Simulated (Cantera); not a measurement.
Feed: 1 mol Si₂Cl₆, 8.9 mol N₂, 2.8 mol NH₃, held at 850 °C and 0.390 bar.

Equilibrium computed with Cantera from the NASA thermochemical tables; the gas is ideal and each condensed phase is pure. Candidate condensed phases: NH₄Cl, Si, Si₃N₄; 28 gas species. The feed counts by its element totals alone. The tables' values for SiCl₃ are old estimates; treat these amounts as uncertain. Kinetics and transport are ignored.

Base state: N₂ 0.583, HCl 0.240, H₂ 0.142, SiCl₄ 0.0335, SiHCl₃ 0.000340, SiCl₃ 0.000102 (mole fractions); condensed: Si₃N₄(s).

Problem. What changes in the equilibrium state with this change: temperature from 850 °C to 1127 °C?

Solution. 
```json
[
 {"species": "N₂", "before": "0.583", "after": "0.579"},
 {"species": "HCl", "before": "0.240", "after": "0.257"},
 {"species": "H₂", "before": "0.142", "after": "0.133"},
 {"species": "SiCl₄", "before": "0.0335", "after": "0.0258"},
 {"species": "SiCl₂", "before": "3.90e-6", "after": "0.00127"},
 {"species": "SiCl₃", "before": "0.000102", "after": "0.00278"},
 {"species": "Si₃N₄(s), mol", "before": "0.486", "after": "0.502"}
]
```

Problem. What changes in the equilibrium state with this change: temperature from 850 °C to 1152 °C?

Solution. 
```tsv
species	before	after
N₂	0.583	0.579
HCl	0.240	0.257
H₂	0.142	0.132
SiCl₄	0.0335	0.0248
SiCl₂	3.90e-6	0.00189
SiCl₃	0.000102	0.00345
SiHCl₃	0.000340	0.00100
Si₃N₄(s), mol	0.486	0.500
```
